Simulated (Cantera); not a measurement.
Standard-state values (1 bar) from the NASA 1993 polynomials, evaluated with Cantera. Values are per mole of reaction as written; species without (g) are pure solids or liquids, kept so even where they would boil at 1 bar.

2 H(g) + 2 Cu2O = 4 Cu + H2O2(g), with ΔH° = -230.9 kJ and ΔS° = -47.2 J/K at 300 K.

Q: How far is the shortcut ΔG° ≈ ΔH°(300 K) − T·ΔS°(300 K) from the full temperature-dependent value at 848, 948, 1048, 1148, 1248, 1348, 1448 K?

A: 
```
T (K)  shortcut (kJ)  full (kJ)  difference (kJ)  difference in log10 K  condensed phases
-----  -------------  ---------  ---------------  ---------------------  ----------------
848           -190.9     -181.4             -9.5                   0.59    Cu2O(s), Cu(s)
948           -186.2     -173.5            -12.7                   0.70    Cu2O(s), Cu(s)
1048          -181.4     -165.3            -16.1                   0.80    Cu2O(s), Cu(s)
1148          -176.7     -156.9            -19.8                   0.90    Cu2O(s), Cu(s)
1248          -172.0     -148.3            -23.7                   0.99    Cu2O(s), Cu(s)
1348          -167.3     -139.4            -27.8                   1.08    Cu2O(s), Cu(s)
1448          -162.5     -133.9            -28.7                   1.03    Cu2O(s), Cu(l)
```
The shortcut ignores heat capacities and the phase changes listed.
